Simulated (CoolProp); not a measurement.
Properties of carbonyl sulfide at several states (Tc = 378.8 K, pc = 6.369 MPa, ω = 0.098).

Values from CoolProp's reference Helmholtz-energy equation of state, Lemmon 2006. It is a short technical equation, of lower accuracy than the large ones.

| T (K) | p (MPa) | phase | speed of sound (m/s) | isothermal compressibility (1/MPa) |
|---|---|---|---|---|
| 200.1 | 0.0262 | gas | ___ | 38.57 |
| 529.8 | 0.0323 | gas | ___ | 30.98 |
| 293.3 | 13.3 | liquid | ___ | ___ |
| 447.7 | 0.0293 | gas | ___ | 34.16 |
| 461.3 | 2.47 | gas | ___ | ___ |
| 306.5 | 22.4 | liquid | 813.2 | 0.002519 |

**Question.** Fill in the missing entries.

**Answer.** 
- 200.1, speed of sound (m/s): 189.0
- 529.8, speed of sound (m/s): 296.7
- 293.3, speed of sound (m/s): 801.2
- 293.3, isothermal compressibility (1/MPa): 0.002639
- 447.7, speed of sound (m/s): 273.9
- 461.3, speed of sound (m/s): 265.6
- 461.3, isothermal compressibility (1/MPa): 0.4374
